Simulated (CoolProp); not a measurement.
A simple Rankine cycle with isohexane: condensing at 309.15 K, boiler at 1.67 MPa, turbine inlet 460.5 K, turbine efficiency 0.9, pump efficiency 0.8, no recuperator. Each further row changes one setting.

Model: reference Helmholtz-energy equation of state, Lemmon 2006, in CoolProp. It is a short technical equation, of lower accuracy than the large ones.

| case | thermal efficiency (%) | net work (kJ/kg) | heat in (kJ/kg) | turbine exit temperature (K) | volume ratio over the turbine |
|---|---|---|---|---|---|
| as stated | 19.3 | 115 | 595 | 383.3 | 48.1 |
| turbine inlet 480.5 K | 18.9 | 124 | 654 | 406.8 | 44.0 |
| condensing temperature 301.15 K | 20.3 | 125 | 614 | 378.1 | 65.1 |
| boiler pressure 1.17 MPa | 17.8 | 110 | 619 | 396.7 | 28.9 |
| turbine efficiency 0.8 | 17.1 | 102 | 595 | 389.6 | 48.9 |
